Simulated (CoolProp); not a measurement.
Properties of nitrous oxide along the isotherm 407.8 K (Tc = 309.5 K, pc = 7245 kPa, ω = 0.161).

Computed with CoolProp (reference Helmholtz-energy equation of state, Lemmon 2006). It is a short technical equation, of lower accuracy than the large ones.

```csv
p (kPa),phase,density (kg/m³),cv (kJ/(kg K))
1130,gas,14.99,0.7929
2260,gas,30.66,0.7997
3400,gas,47.21,0.8067
4530,gas,64.40,0.8138
5660,gas,82.44,0.8211
6790,gas,101.4,0.8285
7920,supercritical,121.3,0.8359
9060,supercritical,142.4,0.8435
10200,supercritical,164.5,0.8510
11300,supercritical,186.9,0.8582
12500,supercritical,212.3,0.8657
13600,supercritical,236.5,0.8724
14700,supercritical,261.3,0.8786
15800,supercritical,286.7,0.8842
17000,supercritical,314.5,0.8898
18100,supercritical,339.9,0.8942
```
